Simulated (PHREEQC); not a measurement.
PHREEQC input (Pitzer model, pitzer.dat):

```
SOLUTION 1
  temp 30
  units mol/kgw
  pH 7 charge
  S(6) 0.033
  K 0.186
  Cl 0.12
END
USE solution 1
INCREMENTAL_REACTIONS false
REACTION 1
  H2O -1
  0 9.886 18.011 24.689 30.178 34.689 38.397 41.444
  43.949 46.007 47.699 49.089 50.232 51.172 51.944 52.578
  53.1 53.528 53.88 54.17 54.408 54.603 54.764 54.896
  55.005 55.094 55.168 55.228 moles
EQUILIBRIUM_PHASES 1
  Arcanite 0 0
  Misenite 0 0
  Sylvite 0 0
SELECTED_OUTPUT 1
  -reset false
  -pH true
  -pe true
  -ionic_strength true
  -water true
  -activities H2O
  -totals Cl K S
  -molalities H+ K+ Cl- SO4-2 OH- HSO4-
  -equilibrium_phases Arcanite Misenite Sylvite
PRINT
  -reset false
END
```

Selected output (columns that matter, 11 of 28 rows; water left (kg) added in front):

```
water left (kg)	pH	mu	Cl	K	S	m_H+	m_K+	m_Cl-	m_SO4-2	m_OH-	la_H2O	Arcanite	Sylvite
1	7.0585	0.219	0.12	0.186	0.033	1.248e-07	0.186	0.12	0.033	2.2764e-07	-0.0023208	0	0
0.555203	7.0933	0.39445	0.21614	0.33501	0.059438	1.2199e-07	0.33501	0.21614	0.059438	2.5621e-07	-0.0040987	0	0
0.375043	7.1178	0.58393	0.31996	0.49594	0.08799	1.1879e-07	0.49594	0.31996	0.08799	2.761e-07	-0.0059944	0	0
0.208215	7.157	1.0518	0.57633	0.89331	0.15849	1.0969e-07	0.89331	0.57633	0.15849	3.0457e-07	-0.010641	0	0
0.115613	7.2032	1.8943	1.0379	1.6088	0.28544	9.0251e-08	1.6088	1.0379	0.28544	3.2773e-07	-0.019096	0	0
0.0641769	7.1439	2.6284	1.8698	2.3756	0.25287	7.7981e-08	2.3756	1.8698	0.25287	2.6864e-07	-0.030844	0.016772	0
0.0433504	7.0612	3.2942	2.7681	3.1189	0.17536	7.2763e-08	3.1189	2.7681	0.17536	2.0623e-07	-0.043556	0.025398	0
0.0240733	6.94	5.1857	4.938	5.1031	0.082558	5.798e-08	5.1031	4.938	0.082558	1.2383e-07	-0.078887	0.031013	0.0011255
0.0133718	6.94	5.1857	4.938	5.1031	0.082558	5.798e-08	5.1031	4.938	0.082558	1.2383e-07	-0.078887	0.031896	0.05397
0.00902992	6.94	5.1857	4.938	5.1031	0.082558	5.798e-08	5.1031	4.938	0.082558	1.2383e-07	-0.078887	0.032255	0.07541
0.00501236	6.94	5.1857	4.938	5.1031	0.082558	5.798e-08	5.1031	4.938	0.082558	1.2383e-07	-0.078887	0.032586	0.095249
```
